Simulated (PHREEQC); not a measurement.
Solution (25 °C): 1.9 mol NaCl, 0.019 mol BaCl2 and 0.31 mol LiCl per kg of water. Closed to the air; pH follows from the charge balance.

All values are PHREEQC results (Pitzer model, pitzer.dat), not measurements.

No solid was allowed to form.

Problem. Estimate the activity of water, density.

Solution. activity of water 0.921; density 1.078 g/cm³.
